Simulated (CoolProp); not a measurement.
Model: reference Helmholtz-energy equation of state, Gao 2020, in CoolProp.

Q: Give the vapour pressure (MPa), liquid density (kg/m³), enthalpy of vaporisation (kJ/kg), liquid viscosity (µPa s) of saturated ammonia at 238 K.

A: 
```tsv
T (K)	p (MPa)	liquid density (kg/m³)	enthalpy of vaporisation (kJ/kg)	liquid viscosity (µPa s)
238	0.0923	684	1380	261
```

Viscosity comes from a separate model (Fenghour 1995).
